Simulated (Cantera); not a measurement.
What does this Cantera script print?

```python
import numpy as np
import cantera as ct

gas = ct.Solution("h2o2.yaml")
gas.TPX = 1200, 2666, {'H2': 0.07, 'O2': 1.4}
reactor = ct.IdealGasConstPressureReactor(gas, energy="off", clone=False)
net = ct.ReactorNet([reactor])
net.rtol, net.atol = 1e-08, 1e-18
show = ['H2', 'O2', 'H2O', 'H', 'H2O2']
times = np.geomspace(1e-05, 3, 12)

steps = ct.SolutionArray(gas, extra=["t"])
rows = []
print(f"{'t/s':>10s}{'T/K':>9s}{'P/Pa':>11s}" + "".join(f"{s:>11s}" for s in show))
for t in times:
    while net.time < t:
        t_next = net.step()
        steps.append(gas.state, t=t_next)
    rows.append([np.interp(t, steps.t, y) for y in (steps.T, steps.P, *steps(*show).X.T)])
    print(f"{t:10.3e}{rows[-1][0]:9.1f}{rows[-1][1]:11.4g}" + "".join(f"{x:11.3e}" for x in rows[-1][2:]))
rate = np.gradient(steps.T, steps.t)
print("integrator steps:", len(steps.t))
if steps.T.max() > steps.T[0] + 200:
    print(f"time of steepest temperature rise: {steps.t[rate.argmax()]:.4e} s")
gas.TPX = 1200, 2666, {'H2': 0.07, 'O2': 1.4}
gas.equilibrate("TP")
print(f"equilibrium (TP): T = {gas.T:.1f} K  " + "  ".join(f"{s} {gas[s].X[0]:.3e}" for s in show))
```

It prints:

```
       t/s      T/K       P/Pa         H2         O2        H2O          H       H2O2
 1.000e-05   1200.0       2666  4.762e-02  9.524e-01  1.584e-11  6.855e-10  3.216e-14
 3.147e-05   1200.0       2666  4.762e-02  9.524e-01  3.772e-10  1.727e-09  3.182e-13
 9.905e-05   1200.0       2666  4.762e-02  9.524e-01  7.739e-09  5.991e-09  3.151e-12
 3.117e-04   1200.0       2666  4.762e-02  9.524e-01  3.386e-07  1.135e-07  3.170e-11
 9.810e-04   1200.0       2666  4.451e-02  9.500e-01  2.263e-03  7.115e-04  2.232e-08
 3.087e-03   1200.0       2666  7.227e-04  9.206e-01  4.271e-02  5.744e-03  1.655e-07
 9.717e-03   1200.0       2666  4.098e-04  9.343e-01  4.552e-02  2.371e-03  1.662e-07
 3.058e-02   1200.0       2666  1.145e-04  9.465e-01  4.775e-02  3.382e-04  1.389e-07
 9.624e-02   1200.0       2666  1.677e-05  9.504e-01  4.849e-02  1.915e-05  7.472e-08
 3.029e-01   1200.0       2666  2.175e-06  9.511e-01  4.869e-02  9.210e-07  2.683e-08
 9.532e-01   1200.0       2666  3.466e-07  9.512e-01  4.874e-02  6.028e-08  8.009e-09
 3.000e+00   1200.0       2666  7.117e-08  9.512e-01  4.876e-02  5.734e-09  2.316e-09
integrator steps: 1681
equilibrium (TP): T = 1200.0 K  H2 3.918e-09  O2 9.512e-01  H2O 4.878e-02  H 7.615e-11  H2O2 1.861e-10
```

Cantera simulation using the H2/O2 subset of GRI-Mech 3.0, which has no nitrogen chemistry; the numbers are that mechanism's predictions, not measurements. Radical loss at walls, strong at low pressure, is not modelled. The temperature is held fixed by assumption; the heat of reaction is taken as removed at once.
